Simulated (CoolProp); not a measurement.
Vapour-liquid equilibrium of propane (1) + R113 (2) at 323.2 K; x and y are mole fractions of (1).

Model: multi-fluid Helmholtz-energy mixture model, Lemmon 2009 and Marx 1992; pair parameters Bell 2016, in CoolProp.

```
x     bubble pressure (kPa)  y at the bubble point  dew pressure at overall composition x (kPa)  liquid density (mol/L)
----  ---------------------  ---------------------  -------------------------------------------  ----------------------
0.05                  191.9                  0.438                                        115.5                   8.126
0.15                  355.1                  0.711                                        128.8                   8.351
0.25                  515.0                  0.813                                        145.4                   8.580
0.35                  670.1                  0.866                                        166.9                   8.814
0.45                  820.7                  0.900                                        195.7                   9.051
0.55                  968.5                  0.924                                        236.5                   9.288
0.65                   1116                  0.943                                        298.3                   9.522
0.75                   1269                  0.960                                        403.0                   9.746
0.85                   1432                  0.975                                        615.2                   9.951
0.95                   1614                  0.991                                         1178                   10.12
```

No azeotrope shows between x = 0.05 and 0.95.

Pair parameters are fitted to limited data, so mixtures are less certain than the pure fluids. The gap from Raoult's law changes sign with composition, which may be real or a fault of the pair parameters; it wasn't checked against measurements.
